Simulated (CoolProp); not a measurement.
R134a along the isobar 72.8 bar: fugacity coefficient from the reference equation and from simpler models built on Tc = 374.2 K, pc = 40.59 bar, ω = 0.327; each cubic takes its own stable root.

Values from CoolProp's reference Helmholtz-energy equation of state, Tillner-Roth 1994.

```
T (K)          phase  reference
-----  -------------  ---------
326.4         liquid     0.1906
332.2         liquid     0.2136
338.1         liquid     0.2384
343.9         liquid     0.2641
349.7         liquid     0.2908
355.5         liquid     0.3186
361.3         liquid     0.3472
367.2         liquid     0.3770
373           liquid     0.4068
378.8  supercritical     0.4368
384.6  supercritical     0.4667
390.5  supercritical     0.4968
396.3  supercritical     0.5255
402.1  supercritical     0.5529
407.9  supercritical     0.5785
413.7  supercritical     0.6021
```

Question: How far does each simpler model (Redlich-Kwong, Peng-Robinson) lie from the reference over these 16 states: mean and median of the absolute difference, and the worst?

Answer: 
- Redlich-Kwong: mean 9.6 %, median 7.0 %, worst +26.8 % at 326.4 K and 72.8 bar
- Peng-Robinson: mean 1.0 %, median 1.1 %, worst -1.6 % at 413.7 K and 72.8 bar
